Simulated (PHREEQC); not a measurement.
Make-up at 20 °C: 0.067 mol HF, 0.00018 mol (CH3)4NF, 6.5e-06 mol H4SiO4 and 0.0099 mol Na2SO4 per kg of water. Closed to the air; pH follows from the charge balance.

The numbers come from PHREEQC with the ion-association model, wateq4f.dat.

No solid was allowed to form.

Task: Order these F species by the share of F that they hold, largest first: F-, HF, HF2-, H2F2.

Result: HF (67 %), H2F2 (19 %), F- (11 %), HF2- (3.6 %)

Task: Order these S species by the share of S that they hold, largest first: HSO4-, SO4-2, NaSO4-.

Result: SO4-2 (75 %), HSO4- (22 %), NaSO4- (3.6 %)

The pH is 2.27 and the ionic strength 0.0332 mol/kgw. Complexes and solids missing from the database can't appear. (CH3)4N+ isn't in the database: it is added as a free cation with an ion size of 4 Å. wateq4f.dat counts part of the HF as a dimer, H2F2, which phreeqc.dat doesn't know; its constant is uncertain. SiF6-2 is the database's only silicon fluoride.
